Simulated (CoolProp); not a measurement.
A single-stage vapour-compression cycle with the fluid: evaporating at 215.15 K (dew point), condensing at 267.15 K (bubble point), superheat 10 K, subcooling 2 K, compressor efficiency 0.65, no pressure losses. The same conditions are run with several fluids, on thermodynamics alone (safety and materials aside).

The numbers come from the reference Helmholtz-energy equation of state of each fluid (R507A: Lemmon 2003; hydrogen sulfide: Lemmon 2006; R407C: Lemmon 2003; hydrogen chloride: Thol 2018; CH3F (R41): Lemmon 2006; C3F8 (R218): Lemmon 2006) in CoolProp. Blends and air are pseudo-pure fits.

```tsv
fluid	cooling COP	pressure ratio	discharge temperature (K)	refrigerating effect (kJ/kg)	volumetric capacity (kJ/m³)
R507A	2.13	9.03	316.5	147	456
hydrogen sulfide	2.09	7.58	440.8	453	958
R407C	1.86	14.8	359.0	195	286
hydrogen chloride	1.97	5.80	438.3	332	2620
CH3F (R41)	2.00	6.24	388.6	357	1920
C3F8 (R218)	1.96	9.79	280.4	69.9	248
```
